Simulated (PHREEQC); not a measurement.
Synthetic water in mg/L, 20 °C, pH 5.77, pe 8.9:

| constituent | mg/L |
|---|---|
| Na | 0.208 |
| K | 0.209 |
| Ca | 0.355 |
| Mg | 0.254 |
| Cl | 0.119 |
| S(6) as SO4 | 1.17 |
| Alkalinity as HCO3 | 1.43 |
| Pb | 0.00958 |
| Si as SiO2 | 0.00215 |
| F | 0.0255 |
| B | 0.00621 |
| Zn | 0.000986 |

Na is adjusted to close the charge balance.
Valence states are taken as typed.

Model: ion-association model, wateq4f.dat, run in PHREEQC.

| quantity | before | after |
|---|---|---|
| CO2 (mol/kgw) | 0.000102 | 0.000201 |
| HCO3- (mol/kgw) | 2.51e-5 | 2.66e-5 |
| Pb+2 (mol/kgw) | 4.42e-8 | 4.45e-8 |
| MgSO4 (mol/kgw) | 2.39e-8 | 2.39e-8 |
| CaSO4 (mol/kgw) | 1.87e-8 | 1.87e-8 |
| HF (mol/kgw) | 3.08e-9 | 5.73e-9 |
| SI of Cerrusite (PbCO3) | -3.39 | -3.63 |
| SI of Quartz (SiO2) | -3.39 | -3.39 |

Task: Name the change that produced these shifts.
(A) all concentrations times 2 at the same typed pH
(B) pH from 5.77 to 5.5 at the same alkalinity
(C) temperature from 20 to 75 °C at the same typed pH
(D) Zn from 0.000986 to 0.00296 mg/L

Result: B, pH from 5.77 to 5.5 at the same alkalinity

This is a speciation only: nothing precipitates in the calculation. SiF6-2 is the database's only silicon fluoride. Real BF4- forms and hydrolyses slowly; the run takes it at equilibrium.
